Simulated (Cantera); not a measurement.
What does this Cantera script print?

```python
import numpy as np
import cantera as ct

gas = ct.Solution("gri30.yaml", transport_model="mixture-averaged")
show = ['O', 'CH3', 'OH']

rows = []
print(f"{'T/K':>7s}{'rho':>11s}{'cp':>10s}{'mu':>11s}{'lambda':>11s}{'Pr':>7s}" + "".join(f"{'D_' + s:>11s}" for s in show))
for T in [400, 650, 900, 1150, 1400, 1650]:
    gas.TPX = T, 1000000, {'O2': 0.23, 'N2O': 0.81, 'NO': 0.35, 'CO2': 0.47}
    Pr = gas.cp_mass * gas.viscosity / gas.thermal_conductivity
    D = [gas.mix_diff_coeffs_mole[gas.species_index(s)] for s in show]
    rows.append([gas.density, gas.cp_mass, gas.viscosity, gas.thermal_conductivity, Pr, *D])
    print(f"{T:7g}{gas.density:11.4e}{gas.cp_mass:10.1f}{gas.viscosity:11.4e}"
          f"{gas.thermal_conductivity:11.4e}{Pr:7.3f}" + "".join(f"{d:11.4e}" for d in D))
print("SI units: kg/m3, J/kg/K, Pa s, W/m/K, m2/s")
```

Result:

```
    T/K        rho        cp         mu     lambda     Pr        D_O      D_CH3       D_OH
    400 1.1994e+01     962.4 2.0709e-05 2.7573e-02  0.723 4.5734e-06 3.1883e-06 4.4756e-06
    650 7.3811e+00    1099.0 3.0488e-05 4.6035e-02  0.728 1.0583e-05 7.5202e-06 1.0357e-05
    900 5.3308e+00    1189.1 3.8647e-05 6.2815e-02  0.732 1.8351e-05 1.3145e-05 1.7959e-05
   1150 4.1719e+00    1244.5 4.5830e-05 7.8042e-02  0.731 2.7672e-05 1.9902e-05 2.7081e-05
   1400 3.4269e+00    1283.3 5.2355e-05 9.2021e-02  0.730 3.8413e-05 2.7689e-05 3.7593e-05
   1650 2.9077e+00    1312.5 5.8404e-05 1.0501e-01  0.730 5.0481e-05 3.6435e-05 4.9403e-05
SI units: kg/m3, J/kg/K, Pa s, W/m/K, m2/s
```

Detailed kinetics in Cantera: GRI-Mech 3.0 (53 species, 325 reactions). The composition is frozen, though it would react at the higher temperatures.
